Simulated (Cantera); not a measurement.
A closed system holds: 1 mol MgSO4, 0.12 mol H2O, 0.13 mol H2, at 2.20 bar.

Equilibrium computed with Cantera from the NASA thermochemical tables; the gas is ideal and each condensed phase is pure. Candidate condensed phases: H2O, H2SO4, Mg, MgO, Mg(OH)2, MgS, MgSO4, S; 26 gas species. Mutual solubility and eutectic melting of coexisting phases are not modelled. Gases not in the tables: S3 to S7. Rates play no part.

x: gas mole fraction; n: condensed amount in mol.

```csv
T (K),x H2O,x SO2,x O2,x H2S,x SO3,x S2,n MgO(s),n MgSO4(s)
750,0.859,0.0220,<1e-12,0.115,3.03e-11,0.00391,0.0373,0.963
950,0.658,0.342,<1e-12,4.42e-6,3.98e-7,1.30e-7,0.130,0.870
1150,0.658,0.342,7.73e-7,7.81e-12,0.000175,<1e-12,0.130,0.870
1350,0.547,0.389,0.0521,<1e-12,0.0116,<1e-12,0.183,0.817
1550,0.149,0.584,0.253,<1e-12,(withheld),<1e-12,1.00,0
1750,0.148,0.589,0.256,(withheld),(withheld),<1e-12,1.000,0
1950,0.148,0.591,0.257,8.02e-11,0.00288,4.28e-12,1.000,0
```

Question: Complete the blanks.

Answer: 
- 1550, x SO3: 0.0127
- 1750, x H2S: 2.04e-12
- 1750, x SO3: 0.00557
